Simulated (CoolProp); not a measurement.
Tetrahydrofuran at 350.2 K and 0.041 MPa is compressed adiabatically to 0.0951 MPa with isentropic efficiency 0.7. Each further row changes one setting.

The numbers come from the reference Helmholtz-energy equation of state, Fiedler 2023 in CoolProp.

```csv
case,work (kJ/kg),final temperature (K),final density (kg/m³)
as stated,___,387.7,___
efficiency 1,___,377.2,___
efficiency 0.65,53.5,390.3,2.15
```

### Question
Fill in the missing entries.

### Answer

- as stated, work (kJ/kg): 49.7
- as stated, final density (kg/m³): 2.17
- efficiency 1, work (kJ/kg): 34.8
- efficiency 1, final density (kg/m³): 2.23
